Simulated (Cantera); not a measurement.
Cantera with NASA thermochemical tables; ideal gases at 1 bar, condensed phases pure. Values are per mole of reaction as written; species without (g) are pure solids or liquids, kept so even where they would boil at 1 bar.

2 FeCl₃(g) = Fe₂Cl₆(g), with ΔH° = -148.1 kJ and ΔS° = -151.4 J/K at 300 K.

Q: How far is the shortcut ΔG° ≈ ΔH°(300 K) − T·ΔS°(300 K) from the full temperature-dependent value at 848, 1048, 1248, 1448, 1648, 1848, 2048, 2248, 2448 K?

A: 
```json
[
 {"T (K)": "848", "shortcut (kJ)": "-19.7", "full (kJ)": "-25.6", "difference (kJ)": "5.9", "difference in log10 K": "-0.36"},
 {"T (K)": "1048", "shortcut (kJ)": "10.6", "full (kJ)": "0.6", "difference (kJ)": "9.9", "difference in log10 K": "-0.49"},
 {"T (K)": "1248", "shortcut (kJ)": "40.8", "full (kJ)": "26.3", "difference (kJ)": "14.6", "difference in log10 K": "-0.61"},
 {"T (K)": "1448", "shortcut (kJ)": "71.1", "full (kJ)": "51.4", "difference (kJ)": "19.8", "difference in log10 K": "-0.71"},
 {"T (K)": "1648", "shortcut (kJ)": "101.4", "full (kJ)": "76.0", "difference (kJ)": "25.4", "difference in log10 K": "-0.81"},
 {"T (K)": "1848", "shortcut (kJ)": "131.7", "full (kJ)": "100.2", "difference (kJ)": "31.5", "difference in log10 K": "-0.89"},
 {"T (K)": "2048", "shortcut (kJ)": "162.0", "full (kJ)": "124.1", "difference (kJ)": "37.9", "difference in log10 K": "-0.97"},
 {"T (K)": "2248", "shortcut (kJ)": "192.2", "full (kJ)": "147.6", "difference (kJ)": "44.6", "difference in log10 K": "-1.04"},
 {"T (K)": "2448", "shortcut (kJ)": "222.5", "full (kJ)": "170.9", "difference (kJ)": "51.6", "difference in log10 K": "-1.10"}
]
```
The shortcut ignores the heat-capacity change of the reaction.
